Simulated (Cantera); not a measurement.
**SiHCl₃ + NH₃ + N₂ (silicon nitride deposition)**

A closed system holds: 1 mol SiHCl₃, a varied amount of NH₃, 2.4 mol N₂, at 1225 °C and 1.30 mbar.

Method: chemical equilibrium by Gibbs-energy minimisation in Cantera with the NASA 1993 tables (ideal gas, pure condensed phases). Candidate condensed phases: NH₄Cl, Si, Si₃N₄; 28 gas species. The tables' values for SiCl₃, SiCl are old estimates; treat these amounts as uncertain. Rates play no part.

```
n(NH₃) (mol)  log p H₂  log p N₂  log p HCl  log p SiCl₂  log p SiCl₃  n Si₃N₄(s)
------------  --------  --------  ---------  -----------  -----------  ----------
0.24             -3.97     -3.17      -3.61        -3.60        -4.82           0
0.36             -3.85     -3.18      -3.60        -3.63        -4.90     0.00641
0.53             -3.74     -3.20      -3.58        -3.67        -4.98      0.0244
0.78             -3.63     -3.22      -3.56        -3.74        -5.09      0.0459
1.2              -3.50     -3.25      -3.56        -3.84        -5.24      0.0738
1.7              -3.41     -3.28      -3.57        -3.94        -5.40      0.0986
2.5              -3.32     -3.32      -3.61        -4.07        -5.61       0.128
3.7              -3.24     -3.35      -3.66        -4.23        -5.87       0.158
5.5              -3.18     -3.38      -3.74        -4.43        -6.18       0.187
8.1              -3.13     -3.41      -3.83        -4.65        -6.51       0.215
12               -3.09     -3.43      -3.94        -4.89        -6.89       0.241
18               -3.07     -3.45      -4.08        -5.17        -7.31       0.264
```
log p: log10 of the partial pressure in bar; n: condensed amount in mol.

At 0.24 mol NH₃ nothing is condensed. From 0.36 mol NH₃ to 18 mol NH₃ the condensed part is Si₃N₄(s). The main Si-bearing gas is SiCl₂ throughout. The share of Si in condensed phases is highest at 18 mol NH₃ (79.1 %) and lowest at 0.24 mol NH₃ (0.0 %).
